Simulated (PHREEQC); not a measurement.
Dissolve 0.0013 mol/kgw HF, 0.0225 mol/kgw NaF, 0.00013 mol/kgw H2SiF6 and 5.5e-05 mol/kgw HCl at 25 °C. Closed to the air; pH follows from the charge balance.

Computed with PHREEQC (ion-association model, wateq4f.dat).

This is a speciation only: nothing precipitates in the calculation.

**Question.** Order these F species by the share of F that they hold, largest first: NaF, SiF6-2, F-, HF2-, HF.

**Answer.** F- (89 %), HF (5.8 %), SiF6-2 (3.2 %), HF2- (0.98 %), NaF (0.85 %)

The pH is 4.29 and the ionic strength 0.0225 mol/kgw. Complexes and solids missing from the database can't appear. SiF6-2 is the database's only silicon fluoride.
